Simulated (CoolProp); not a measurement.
Vapour-liquid equilibrium of carbon dioxide (1) + CH2F2 (R32) (2) at -25.35 °C; x and y are mole fractions of (1).

Values from CoolProp's multi-fluid Helmholtz-energy mixture model, Span 1996 and Tillner-Roth 1997; pair parameters Bell 2016.

```csv
x,"bubble pressure, mixture model (MPa)","bubble pressure, Raoult's law (MPa)","y, mixture model","y, Raoult's law"
0.05,0.3962,0.3967,0.195,0.210
0.2,0.5972,0.5967,0.529,0.558
0.35,0.7976,0.7968,0.699,0.731
0.5,0.9952,0.9969,0.803,0.835
0.65,1.191,1.197,0.877,0.904
0.8,1.388,1.397,0.934,0.953
0.95,1.592,1.597,0.984,0.990
```

The largest gap from Raoult's law is -0.6 % in bubble pressure, at x = 0.8. No azeotrope shows between x = 0.05 and 0.95.

The pair parameters rest on a limited set of measurements; away from them the model extrapolates.
